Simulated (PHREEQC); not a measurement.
Consider water at 25 °C with 6.8 mmol/kgw HF and 7.6 mmol/kgw NaF. Closed to the air; pH follows from the charge balance.

Model: ion-association model, phreeqc.dat, run in PHREEQC.

```json
[
 {"quantity": "pH", "before": "3.26", "after": "2.61"},
 {"quantity": "ionic strength (mol/kgw)", "before": "0.00817", "after": "0.0103"},
 {"quantity": "F- (mol/kgw)", "before": "0.00799", "after": "0.00919"},
 {"quantity": "HF2- (mol/kgw)", "before": "0.000184", "after": "0.00107"},
 {"quantity": "NaF (mol/kgw)", "before": "2.88e-5", "after": "3.24e-5"}
]
```

### Question
What was changed between the two runs?
(A) NaF from 0.0076 to 0.00684 mol/kgw
(B) temperature from 25 to 35 °C
(C) 0.014 mol/kgw H2SO4 added
(D) NaF from 0.0076 to 0.00836 mol/kgw
(E) HF from 0.0068 to 0.034 mol/kgw

### Answer
E, HF from 0.0068 to 0.034 mol/kgw

Precipitation was switched off in this run.
